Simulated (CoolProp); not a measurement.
The numbers come from the reference Helmholtz-energy equation of state, Bücker 2006 in CoolProp.

For n-butane, give the phase and the Z, cv (kJ/(kg K)), speed of sound (m/s), isothermal compressibility (1/MPa) at 575 K and 7.59 MPa.


- 575 K and 7.59 MPa: supercritical; Z 0.779, cv 2.75, speed of sound 250, isothermal compressibility 0.161
